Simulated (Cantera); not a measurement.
## Thermodynamics of abatement and gas-phase synthesis, feed NH₃ + O₂

Feed: 1 mol NH₃, 0.069 mol O₂, equilibrated at 750 Torr.

These are equilibrium values from Cantera (NASA tables, ideal gas, pure condensed phases), not measurements of a reactor. Candidate condensed phases: H₂O; 47 gas species. Ions and electrons are included (thermal ionisation). The numbers say what is thermodynamically allowed, not how fast it happens.

```csv
T (K),x H,x H₂,x N₂,x H₂O,x O,x OH,x N
2500,0.0205,0.664,0.247,0.0678,8.80e-6,0.000434,1.45e-7
2750,0.0545,0.635,0.243,0.0654,8.18e-5,0.00151,1.18e-6
3000,0.120,0.581,0.234,0.0597,0.000522,0.00411,6.74e-6
3250,0.226,0.494,0.220,0.0486,0.00240,0.00881,2.89e-5
3500,0.364,0.381,0.200,0.0317,0.00779,0.0140,9.90e-5
3750,0.512,0.260,0.178,0.0147,0.0170,0.0151,0.000284
4000,0.635,0.159,0.161,0.00491,0.0258,0.0115,0.000712
4250,0.718,0.0894,0.149,0.00136,0.0312,0.00702,0.00162
4500,0.765,0.0490,0.142,0.000363,0.0340,0.00398,0.00339
4750,0.790,0.0272,0.137,0.000102,0.0354,0.00225,0.00662
5000,0.802,0.0155,0.132,3.12e-5,0.0360,0.00130,0.0121
```
x: gas mole fraction; nothing condenses.

From 2500 K to 5000 K nothing is condensed.
